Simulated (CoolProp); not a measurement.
Vapour pressure (MPa) of vinyl chloride: the reference equation beside estimates from Tc = 425.0 K, pc = 5.600 MPa, ω = 0.160. Clausius-Clapeyron is anchored at 217.1 K with a constant enthalpy of vaporisation of 24.32 kJ/mol.

Model: reference Helmholtz-energy equation of state, Thol 2022, in CoolProp.

| T (K) | reference | Clausius-Clapeyron | van der Waals | Soave-Redlich-Kwong | Peng-Robinson |
|---|---|---|---|---|---|
| 217.1 | 0.01198 | 0.01198 | 0.1797 | 0.01195 | 0.01273 |
| 225.4 | 0.01966 | 0.01967 | 0.2295 | 0.01951 | 0.02055 |
| 233.8 | 0.03112 | 0.03135 | 0.2892 | 0.03080 | 0.03211 |
| 242.2 | 0.04746 | 0.04837 | 0.3590 | 0.04689 | 0.04846 |
| 250.6 | 0.07000 | 0.07250 | 0.4397 | 0.06916 | 0.07092 |
| 259 | 0.1003 | 0.1059 | 0.5319 | 0.09915 | 0.1010 |
| 267.3 | 0.1394 | 0.1503 | 0.6352 | 0.1380 | 0.1398 |
| 275.7 | 0.1900 | 0.2098 | 0.7526 | 0.1886 | 0.1901 |
| 284.1 | 0.2537 | 0.2871 | 0.8837 | 0.2525 | 0.2533 |
| 292.5 | 0.3325 | 0.3858 | 1.029 | 0.3318 | 0.3317 |
| 300.8 | 0.4272 | 0.5084 | 1.187 | 0.4276 | 0.4262 |
| 309.2 | 0.5423 | 0.6621 | 1.363 | 0.5445 | 0.5413 |
| 317.6 | 0.6790 | 0.8503 | 1.554 | 0.6838 | 0.6785 |

Absolute difference from the reference over all 13 rows, mean and median: Clausius-Clapeyron 9.7 and 7.8 %, van der Waals 498.4 and 355.7 %, Soave-Redlich-Kwong 0.7 and 0.7 %, Peng-Robinson 1.5 and 0.3 %.
